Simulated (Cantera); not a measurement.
A Cantera script and what it prints.

```python
import numpy as np
import cantera as ct

gas_names = [...]  # 136 gases of nasa_gas.yaml made of C, H, N, O
cond_names = """
    C(gr) C6H6(L) C7H8(L) C8H18(L),n-octa H2O(s) H2O(L)
""".split()


# ... load() reads the species with a 1 bar reference pressure and builds the phases ...
atoms = {
    'CO': {'C': 1, 'O': 1},
    'NH3': {'N': 1, 'H': 3},
    'CO2': {'C': 1, 'O': 2},
}
top_T = {'C(gr)': 4500}  # K; cautious upper limits of use, not melting points


# ... equilibrate(T, P, feed) seeds the gas with the atoms and calls Mixture.equilibrate('TP', solver="vcs", rtol=1e-11, max_steps=5000) ...
results = []
T = 1573  # K
P = 101325  # Pa
for m in [0.021, 0.053, 0.086, 0.12, 0.15, 0.18, 0.22]:
    feed = {'CO': 1, 'NH3': m, 'CO2': 3.6}  # mol
    mix = equilibrate(T, P, feed)
    results.append((T, P, feed, dict(zip(mix.species_names, mix.species_moles))))
    x = sorted(zip(gas.X, gas.species_names), reverse=True)
    print(f"T = {T:g} K  P = {P:g} Pa  n(NH3) = {m:g} mol  gas = {mix.phase_moles(0):.4g} mol")
    print("   x: " + "  ".join(f"{s} {v:.3e}" for v, s in x if v > 1e-06))
    print("   condensed (mol): " + ("  ".join(f"{mix.phase(i).name} {mix.phase_moles(i):.4g}"
          for i in range(1, mix.n_phases) if mix.phase_moles(i) > 1e-12) or "none"))
```

Result:

```
T = 1573 K  P = 101325 Pa  n(NH3) = 0.021 mol  gas = 4.642 mol
   x: CO2 7.694e-01  CO 2.216e-01  H2O 6.171e-03  N2 2.262e-03  H2 6.144e-04  H 1.001e-06
   condensed (mol): none
T = 1573 K  P = 101325 Pa  n(NH3) = 0.053 mol  gas = 4.706 mol
   x: CO2 7.497e-01  CO 2.278e-01  H2O 1.529e-02  N2 5.631e-03  H2 1.606e-03  H 1.618e-06
   condensed (mol): none
T = 1573 K  P = 101325 Pa  n(NH3) = 0.086 mol  gas = 4.772 mol
   x: CO2 7.301e-01  CO 2.339e-01  H2O 2.434e-02  N2 9.011e-03  H2 2.695e-03  H 2.097e-06
   condensed (mol): none
T = 1573 K  P = 101325 Pa  n(NH3) = 0.12 mol  gas = 4.84 mol
   x: CO2 7.105e-01  CO 2.399e-01  H2O 3.330e-02  N2 1.240e-02  H2 3.887e-03  H 2.518e-06
   condensed (mol): none
T = 1573 K  P = 101325 Pa  n(NH3) = 0.15 mol  gas = 4.9 mol
   x: CO2 6.938e-01  CO 2.450e-01  H2O 4.092e-02  N2 1.531e-02  H2 4.996e-03  H 2.855e-06
   condensed (mol): none
T = 1573 K  P = 101325 Pa  n(NH3) = 0.18 mol  gas = 4.96 mol
   x: CO2 6.775e-01  CO 2.499e-01  H2O 4.828e-02  N2 1.815e-02  H2 6.155e-03  H 3.169e-06
   condensed (mol): none
T = 1573 K  P = 101325 Pa  n(NH3) = 0.22 mol  gas = 5.04 mol
   x: CO2 6.566e-01  CO 2.561e-01  H2O 5.769e-02  N2 2.183e-02  H2 7.779e-03  H 3.563e-06
   condensed (mol): none
```

Cantera equilibrium calculation (NASA polynomials, part measured and part estimated; ideal gas, pure solids and liquids).
